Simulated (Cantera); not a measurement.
**Thermodynamics of carbothermic reduction, feed Ta2O5 + C + H2**

Charge: 1 mol Ta2O5, 4 mol C, 0.18 mol H2, at 1150 °C and 0.00580 bar.

Method: chemical equilibrium by Gibbs-energy minimisation in Cantera with the NASA 1993 tables (ideal gas, pure condensed phases). Candidate condensed phases: C, C6H6, C7H8, C8H18, H2O, Ta, TaC, Ta2O5; 113 gas species. Mutual solubility and eutectic melting of coexisting phases are not modelled. TaC: taken at fixed stoichiometry. Condensed phases not in the tables: Ta2C. Rates play no part.

```yaml
x(CO): 0.940
x(H2): 0.0592
x(CO2): 0.000444
x(H2O): 6.33e-5
x(H): 2.12e-5
n(TaC(s)): 1.14 mol
n(Ta2O5(s)): 0.428 mol
gas_amount: 3.037 mol
log10 activity of C(graphite) (absent): -1.80
log10 activity of Ta(s) (absent): -3.35
```
